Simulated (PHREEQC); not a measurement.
A solution holds 0.026 mol HCl, 0.0026 mol NiSO4 and 0.026 mol Fe2(SO4)3 per kg of water, at 25 °C. Closed to the air; pH follows from the charge balance.

All values are PHREEQC results (ion-association model, wateq4f.dat), not measurements.

This is a speciation only: nothing precipitates in the calculation.

Problem. Estimate the pH, ionic strength.

Solution. pH 1.92; ionic strength 0.105 mol/kgw.

Problem. In which forms is Cl present?

Solution. Cl- 97 %, FeCl+2 2.7 % of the Cl.

Examples of supersaturated solids here: Hematite (slow to form), Goethite (slow to form). Others may be too. Complexes and solids missing from the database can't appear.
